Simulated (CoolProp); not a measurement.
The fluid at 265.71 K and 0.213 MPa is throttled through a valve to 0.0779 MPa with no heat exchange. The same conditions are run with several fluids, on thermodynamics alone (safety and materials aside).

Model: reference Helmholtz-energy equation of state of each fluid (R1336mzz(E): Akasaka 2023; R245fa: Akasaka 2015; R11: Jacobsen 1992; m-xylene: Zhou 2012; n-perfluorobutane: Gao 2022), in CoolProp.

```json
[
 {"fluid": "R1336mzz(E)", "temperature change (K)": "+0.0", "final phase": "liquid", "final density (kg/m³)": "1420"},
 {"fluid": "R245fa", "temperature change (K)": "+0.0", "final phase": "liquid", "final density (kg/m³)": "1420"},
 {"fluid": "R11", "temperature change (K)": "+0.1", "final phase": "liquid", "final density (kg/m³)": "1550"},
 {"fluid": "m-xylene", "temperature change (K)": "+0.1", "final phase": "liquid", "final density (kg/m³)": "887"},
 {"fluid": "n-perfluorobutane", "temperature change (K)": "-0.9", "final phase": "two-phase, vapour fraction 0.011", "final density (kg/m³)": "546"}
]
```
